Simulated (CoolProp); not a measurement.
Water at several states: Z from the reference equation and from simpler models built on Tc = 647.1 K, pc = 220.6 bar, ω = 0.344; each cubic takes its own stable root.

Model: reference Helmholtz-energy equation of state, Wagner 2002, in CoolProp.

```
T (K)  p (bar)   phase  reference
-----  -------  ------  ---------
342.3    0.722  liquid  0.0004672
654       84.3     gas     0.8599
938.7    0.621     gas     0.9998
```

### Question
How far does each simpler model (van der Waals, Redlich-Kwong, Soave-Redlich-Kwong, Peng-Robinson) lie from the reference over these 3 states: mean and median of the absolute difference, and the worst?

### Answer
- van der Waals: mean 71014.7 %, median 2.0 %, worst +213042.1 % at 342.3 K and 0.722 bar
- Redlich-Kwong: mean 70857.2 %, median 0.2 %, worst +212571.2 % at 342.3 K and 0.722 bar
- Soave-Redlich-Kwong: mean 11.4 %, median 0.3 %, worst +33.9 % at 342.3 K and 0.722 bar
- Peng-Robinson: mean 6.8 %, median 1.3 %, worst +19.0 % at 342.3 K and 0.722 bar

At some of these states van der Waals, Redlich-Kwong gives the other phase, because its saturation line lies elsewhere.
